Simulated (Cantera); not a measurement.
A perfectly stirred reactor is fed with CH4 : C2H6 : C3H8 : O2 : N2 = 1 : 0.061 : 0.48 : 4.71 : 17.7 (molar parts), equivalence ratio 0.98, at 1.28 atm; it is adiabatic with a 425 K inlet, and is followed from long to short residence time, starting on the burning branch (τ in s: 0.033, 0.02, 0.012, 0.0069, 0.0041, 0.0024, 0.0014, 0.00085, 0.00051, 0.0003, 0.00018, 0.00011, 6.3e-05).

Computed with Cantera and GRI-Mech 3.0 (53 species, 325 reactions). GRI-Mech 3.0 was tuned for natural gas; its chemistry of propane as a main component is partial and can be far from experiment.

x: mole fraction; the columns are a selection and need not sum to one.

```tsv
τ (s)	T (K)	x CH4	x C2H6	x C3H8	x HCO	x CH2CO
0.033	2279	2.84e-6	2.09e-8	1.79e-7	6.06e-8	2.00e-7
0.020	2266	4.20e-6	3.40e-8	2.83e-7	9.93e-8	3.16e-7
0.012	2249	6.13e-6	5.55e-8	4.46e-7	1.65e-7	4.99e-7
0.0069	2224	9.12e-6	9.34e-8	7.16e-7	2.86e-7	8.05e-7
0.0041	2197	1.32e-5	1.51e-7	1.10e-6	4.81e-7	1.25e-6
0.0024	2164	1.95e-5	2.44e-7	1.71e-6	8.18e-7	1.93e-6
0.0014	2128	[?]	[?]	[?]	[?]	[?]
0.00085	2091	4.33e-5	6.13e-7	3.97e-6	2.27e-6	4.33e-6
0.00051	2051	[?]	[?]	[?]	[?]	[?]
0.00030	2007	0.000107	1.59e-6	9.78e-6	6.24e-6	9.82e-6
0.00018	1963	0.000176	2.65e-6	1.60e-5	1.03e-5	1.52e-5
0.00011	1915	0.000303	4.57e-6	2.71e-5	1.68e-5	2.47e-5
6.3e-5	1846	0.000661	9.94e-6	5.78e-5	3.03e-5	5.08e-5
```

**Question.** What belongs in the gaps?

**Answer.** 
- 0.0014, x CH4: 2.92e-5
- 0.0014, x C2H6: 3.94e-7
- 0.0014, x C3H8: 2.64e-6
- 0.0014, x HCO: 1.39e-6
- 0.0014, x CH2CO: 2.95e-6
- 0.00051, x CH4: 6.63e-5
- 0.00051, x C2H6: 9.71e-7
- 0.00051, x C3H8: 6.11e-6
- 0.00051, x HCO: 3.73e-6
- 0.00051, x CH2CO: 6.43e-6
